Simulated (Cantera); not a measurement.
An isothermal, constant-pressure homogeneous reactor starts with 21.7 % C2H6, 78.3 % N2, at 1225 K and 0.132 atm.

Detailed kinetics in Cantera: GRI-Mech 3.0 (53 species, 325 reactions). GRI-Mech 3.0 stops at C3 and has no aromatics, soot or wall deposition, so with more carbon than oxygen in the feed, carbon stays in small species such as C2H2 where larger ones or solid carbon would form.

**Question.** Predict: x(C2H6) at 2.00 s; x(CH4) at 2.00 s; x(CH3) at 2.00 s; x(C2H4) at 2.00 s; x(H2) at 2.00 s; x(C2H2) at 2.00 s.

**Answer.** 
* **x(C2H6) at 2.00 s**: 0.000192 (gas-phase equilibrium 3.99e-5)
* **x(CH4) at 2.00 s**: 0.0343 (gas-phase equilibrium 0.0906)
* **x(CH3) at 2.00 s**: 4.91e-6 (gas-phase equilibrium 3.48e-6)
* **x(C2H4) at 2.00 s**: 0.0621 (gas-phase equilibrium 0.0143)
* **x(H2) at 2.00 s**: 0.218 (gas-phase equilibrium 0.185)
* **x(C2H2) at 2.00 s**: 0.0868 (gas-phase equilibrium 0.0709)
